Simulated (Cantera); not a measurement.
A closed system holds: 1 mol C2F6, 0.8 mol HCl, at 1925 °C and 0.0220 bar.

Method: chemical equilibrium by Gibbs-energy minimisation in Cantera with the NASA 1993 tables (ideal gas, pure condensed phases). The feed counts by its element totals alone. Gases not in the tables: C2F6 and larger saturated fluorocarbons. Rates play no part.

| species | before | after |
|---|---|---|
| CF4 | 0.269 | 0.359 |
| HF | 0.234 | 0.256 |
| Cl | 0.233 | 0.248 |
| CF2 | 0.173 | 0.0936 |
| F | 0.0794 | 0.0274 |
| Cl2 | 0.000549 | 0.00283 |
| CClF3 | 0.000422 | 0.00174 |
| HCl | 0.000807 | 0.00271 |
| CF | 0.000894 | 0.000309 |
| ClF | 0.000329 | 0.000549 |
| CF3 | 0.00949 | 0.00809 |
| C(graphite), mol | 0.463 | 0.566 |
Gas species are given as mole fractions.

Q: Which change was made?
A) temperature from 1925 °C to 625 °C
B) pressure from 0.0220 bar to 0.100 bar
C) HCl from 0.8 to 0.045 mol
D) temperature from 1925 °C to 3150 °C

A: B, pressure from 0.0220 bar to 0.100 bar
